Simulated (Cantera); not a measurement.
An adiabatic, constant-pressure homogeneous reactor starts with C₃H₈ : O₂ : N₂ = 1 : 2.78 : 10.4 (molar parts), equivalence ratio 1.8, at 1598 K and 1.01 bar. Integrator tolerance rtol = 1e-08.

Detailed kinetics in Cantera: GRI-Mech 3.0 (53 species, 325 reactions). GRI-Mech 3.0 was tuned for natural gas; its chemistry of propane as a main component is partial and can be far from experiment.

Problem. What does this change do: initial temperature 1598 to 950 K?

Solution. 
```tsv
quantity	before	after
time of steepest temperature rise	42.2 µs	1.87 s
temperature at 10.0 s	2714 K	2264 K
equilibrium temperature	2714 K	2264 K
x(C₃H₈) at 10.0 s	<1e-12 (gas-phase equilibrium <1e-12)	<1e-12 (gas-phase equilibrium <1e-12)
x(O₂) at 10.0 s	0.000299 (gas-phase equilibrium 0.000299)	3.29e-6 (gas-phase equilibrium 3.29e-6)
x(CH₂O) at 10.0 s	6.01e-9 (gas-phase equilibrium 6.01e-9)	6.43e-9 (gas-phase equilibrium 6.43e-9)
x(H) at 10.0 s	0.0191 (gas-phase equilibrium 0.0191)	0.00266 (gas-phase equilibrium 0.00266)
x(C₂H₄) at 10.0 s	<1e-12 (gas-phase equilibrium <1e-12)	<1e-12 (gas-phase equilibrium <1e-12)
```
Below about 1000 K GRI-Mech 3.0 lacks low-temperature oxidation paths.

Problem. What does this change do: 0.37 parts CO2 added?

Solution. 
```
quantity                                                              before                                      after
---------------------------------  -----------------------------------------  -----------------------------------------
time of steepest temperature rise                                    42.2 µs                                    43.4 µs
temperature at 10.0 s                                                 2714 K                                     2686 K
equilibrium temperature                                               2714 K                                     2686 K
x(C₃H₈) at 10.0 s                      <1e-12 (gas-phase equilibrium <1e-12)      <1e-12 (gas-phase equilibrium <1e-12)
x(O₂) at 10.0 s                    0.000299 (gas-phase equilibrium 0.000299)  0.000360 (gas-phase equilibrium 0.000360)
x(CH₂O) at 10.0 s                    6.01e-9 (gas-phase equilibrium 6.01e-9)    5.60e-9 (gas-phase equilibrium 5.60e-9)
x(H) at 10.0 s                         0.0191 (gas-phase equilibrium 0.0191)      0.0160 (gas-phase equilibrium 0.0160)
x(C₂H₄) at 10.0 s                      <1e-12 (gas-phase equilibrium <1e-12)      <1e-12 (gas-phase equilibrium <1e-12)
```

Problem. What does this change do: C3H8 1 to 1.5 parts?

Solution. 
```json
[
 {"quantity": "time of steepest temperature rise", "before": "42.2 µs", "after": "41.5 µs"},
 {"quantity": "temperature at 10.0 s", "before": "2714 K", "after": "2343 K"},
 {"quantity": "equilibrium temperature", "before": "2714 K", "after": "2343 K"},
 {"quantity": "x(C₃H₈) at 10.0 s", "before": "<1e-12 (gas-phase equilibrium <1e-12)", "after": "<1e-12 (gas-phase equilibrium <1e-12)"},
 {"quantity": "x(O₂) at 10.0 s", "before": "0.000299 (gas-phase equilibrium 0.000299)", "after": "2.33e-7 (gas-phase equilibrium 2.33e-7)"},
 {"quantity": "x(CH₂O) at 10.0 s", "before": "6.01e-9 (gas-phase equilibrium 6.01e-9)", "after": "2.02e-8 (gas-phase equilibrium 2.02e-8)"},
 {"quantity": "x(H) at 10.0 s", "before": "0.0191 (gas-phase equilibrium 0.0191)", "after": "0.00590 (gas-phase equilibrium 0.00590)"},
 {"quantity": "x(C₂H₄) at 10.0 s", "before": "<1e-12 (gas-phase equilibrium <1e-12)", "after": "<1e-12 (gas-phase equilibrium <1e-12)"}
]
```
